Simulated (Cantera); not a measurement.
# Adiabatic ignition

An adiabatic, constant-volume homogeneous reactor starts with 18.9 % H₂, 16.0 % O₂, 60.3 % N₂, 4.73 % H₂O, equivalence ratio 0.59, at 998 K and 1.60 bar.

Cantera simulation using the H2/O2 subset of GRI-Mech 3.0, which has no nitrogen chemistry; the numbers are that mechanism's predictions, not measurements.

```json
[
 {"t (s)": "7.00e-6", "T (K)": "998", "P (bar)": "1.60", "x H₂": "0.189", "x O₂": "0.160", "x H₂O": "0.0473", "x OH": "6.44e-12", "x H": "1.11e-10", "x HO₂": "4.49e-10", "x O": "1.89e-11"},
 {"t (s)": "2.24e-5", "T (K)": "998", "P (bar)": "1.60", "x H₂": "0.189", "x O₂": "0.160", "x H₂O": "0.0473", "x OH": "1.14e-11", "x H": "1.82e-10", "x HO₂": "2.08e-9", "x O": "3.52e-11"},
 {"t (s)": "7.16e-5", "T (K)": "998", "P (bar)": "1.60", "x H₂": "0.189", "x O₂": "0.160", "x H₂O": "0.0473", "x OH": "1.30e-11", "x H": "2.06e-10", "x HO₂": "8.22e-9", "x O": "4.02e-11"},
 {"t (s)": "0.000229", "T (K)": "998", "P (bar)": "1.60", "x H₂": "0.189", "x O₂": "0.160", "x H₂O": "0.0473", "x OH": "1.50e-11", "x H": "2.35e-10", "x HO₂": "2.90e-8", "x O": "4.60e-11"},
 {"t (s)": "0.000732", "T (K)": "998", "P (bar)": "1.60", "x H₂": "0.189", "x O₂": "0.160", "x H₂O": "0.0473", "x OH": "2.34e-11", "x H": "3.58e-10", "x HO₂": "1.07e-7", "x O": "7.01e-11"},
 {"t (s)": "0.00234", "T (K)": "998", "P (bar)": "1.60", "x H₂": "0.189", "x O₂": "0.160", "x H₂O": "0.0473", "x OH": "8.93e-11", "x H": "1.25e-9", "x HO₂": "5.78e-7", "x O": "2.44e-10"},
 {"t (s)": "0.00748", "T (K)": "998", "P (bar)": "1.60", "x H₂": "0.189", "x O₂": "0.160", "x H₂O": "0.0473", "x OH": "3.62e-9", "x H": "4.11e-8", "x HO₂": "1.36e-5", "x O": "8.02e-9"},
 {"t (s)": "0.0239", "T (K)": "2529", "P (bar)": "3.70", "x H₂": "0.00338", "x O₂": "0.0693", "x H₂O": "0.249", "x OH": "0.0137", "x H": "0.000870", "x HO₂": "1.47e-5", "x O": "0.00230"},
 {"t (s)": "0.0765", "T (K)": "2529", "P (bar)": "3.70", "x H₂": "0.00338", "x O₂": "0.0693", "x H₂O": "0.249", "x OH": "0.0137", "x H": "0.000870", "x HO₂": "1.47e-5", "x O": "0.00230"},
 {"t (s)": "0.245", "T (K)": "2529", "P (bar)": "3.70", "x H₂": "0.00338", "x O₂": "0.0693", "x H₂O": "0.249", "x OH": "0.0137", "x H": "0.000870", "x HO₂": "1.47e-5", "x O": "0.00230"},
 {"t (s)": "0.782", "T (K)": "2529", "P (bar)": "3.70", "x H₂": "0.00338", "x O₂": "0.0693", "x H₂O": "0.249", "x OH": "0.0137", "x H": "0.000870", "x HO₂": "1.47e-5", "x O": "0.00230"},
 {"t (s)": "2.50", "T (K)": "2529", "P (bar)": "3.70", "x H₂": "0.00338", "x O₂": "0.0693", "x H₂O": "0.249", "x OH": "0.0137", "x H": "0.000870", "x HO₂": "1.47e-5", "x O": "0.00230"},
 {"t (s)": "8.00", "T (K)": "2529", "P (bar)": "3.70", "x H₂": "0.00338", "x O₂": "0.0693", "x H₂O": "0.249", "x OH": "0.0137", "x H": "0.000870", "x HO₂": "1.47e-5", "x O": "0.00230"}
]
```
x: mole fraction; the columns are a selection and need not sum to one.

The time of steepest temperature rise comes out as 13.6 ms, the temperature at 8.00 s comes out as 2529 K and the equilibrium temperature is 2529 K. The x(H₂) at 8.00 s comes out as 0.00338 (gas-phase equilibrium 0.00338) and the x(O₂) at 8.00 s is 0.0693 (gas-phase equilibrium 0.0693). The x(H₂O) at 8.00 s is 0.249 (gas-phase equilibrium 0.249).
